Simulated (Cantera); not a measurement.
A jet of CH4 : O2 : N2 = 0.013 : 0.15 : 0.79 (molar parts) at 300 K and 0.0270 bar hits a platinum plate 9 cm away at a mass flux of 0.14 kg/m²/s; the plate temperature is set and raised in steps from an oxygen-covered start.

Detailed kinetics in Cantera: Deutschmann's 1995 Pt surface mechanism with GRI-Mech 3.0 gas chemistry. Catalytic surfaces can have several steady states; this one follows from the mechanism file's or the stated starting coverage.

x: mole fraction at the wall; θ: surface coverage.

```csv
plate T (K),wall x CH4,wall x O2,wall x H2O,wall x OH,wall x CO,wall x CO2,θ free Pt,θ O*
950,0.00989,0.149,0.00697,7.69e-8,5.78e-6,0.00458,0.315,0.684
1000,0.00857,0.147,0.00940,2.22e-7,6.82e-6,0.00619,0.388,0.612
1050,0.00738,0.144,0.0116,5.58e-7,7.88e-6,0.00763,0.459,0.541
1100,0.00638,0.142,0.0134,1.26e-6,9.06e-6,0.00884,0.527,0.473
1150,(withheld),0.140,0.0149,(withheld),(withheld),0.00981,(withheld),(withheld)
1200,(withheld),0.139,0.0160,(withheld),(withheld),0.0106,0.652,(withheld)
1250,0.00444,0.138,0.0168,8.81e-6,1.45e-5,0.0112,0.706,0.294
1300,0.00404,0.137,0.0175,1.48e-5,1.75e-5,0.0116,0.755,0.245
```

### Question
Complete the blanks.

### Answer

- 1150, wall x CH4: 0.00557
- 1150, wall x OH: 2.60e-6
- 1150, wall x CO: 1.05e-5
- 1150, θ free Pt: 0.592
- 1150, θ O*: 0.408
- 1200, wall x CH4: 0.00493
- 1200, wall x OH: 4.95e-6
- 1200, wall x CO: 1.22e-5
- 1200, θ O*: 0.348
